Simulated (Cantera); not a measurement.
## Cu + F2 (aluminium and copper etching)

Input: 1 mol Cu, 2.9 mol F2, at 100000 Pa.

Method: chemical equilibrium by Gibbs-energy minimisation in Cantera with the NASA 1993 tables (ideal gas, pure condensed phases). Candidate condensed phases: Cu, CuF2; 6 gas species. Kinetics and transport are ignored.

From 700 K to 1100 K the condensed part is CuF2(s). From 1150 K to 1300 K the condensed part is CuF2(l).

```json
[
 {"T (K)": "700", "x F2": "0.999", "x F": "0.00144", "x CuF2": "1.99e-11", "n CuF2(s)": "1.00", "n CuF2(l)": "0"},
 {"T (K)": "750", "x F2": "0.996", "x F": "0.00366", "x CuF2": "3.98e-10", "n CuF2(s)": "1.00", "n CuF2(l)": "0"},
 {"T (K)": "800", "x F2": "0.992", "x F": "0.00828", "x CuF2": "5.40e-9", "n CuF2(s)": "1.00", "n CuF2(l)": "0"},
 {"T (K)": "850", "x F2": "0.983", "x F": "0.0170", "x CuF2": "5.31e-8", "n CuF2(s)": "1.00", "n CuF2(l)": "0"},
 {"T (K)": "900", "x F2": "0.968", "x F": "0.0322", "x CuF2": "4.00e-7", "n CuF2(s)": "1.000", "n CuF2(l)": "0"},
 {"T (K)": "950", "x F2": "0.943", "x F": "0.0566", "x CuF2": "2.41e-6", "n CuF2(s)": "1.000", "n CuF2(l)": "0"},
 {"T (K)": "1000", "x F2": "0.907", "x F": "0.0934", "x CuF2": "1.20e-5", "n CuF2(s)": "1.000", "n CuF2(l)": "0"},
 {"T (K)": "1050", "x F2": "0.854", "x F": "0.145", "x CuF2": "5.08e-5", "n CuF2(s)": "1.000", "n CuF2(l)": "0"},
 {"T (K)": "1100", "x F2": "0.785", "x F": "0.214", "x CuF2": "0.000187", "n CuF2(s)": "1.000", "n CuF2(l)": "0"},
 {"T (K)": "1150", "x F2": "0.700", "x F": "0.300", "x CuF2": "0.000492", "n CuF2(s)": "0", "n CuF2(l)": "0.999"},
 {"T (K)": "1200", "x F2": "0.600", "x F": "0.399", "x CuF2": "0.00113", "n CuF2(s)": "0", "n CuF2(l)": "0.997"},
 {"T (K)": "1250", "x F2": "0.494", "x F": "0.504", "x CuF2": "0.00241", "n CuF2(s)": "0", "n CuF2(l)": "0.994"},
 {"T (K)": "1300", "x F2": "0.388", "x F": "0.607", "x CuF2": "0.00481", "n CuF2(s)": "0", "n CuF2(l)": "0.987"}
]
```
x: gas mole fraction; n: condensed amount in mol.
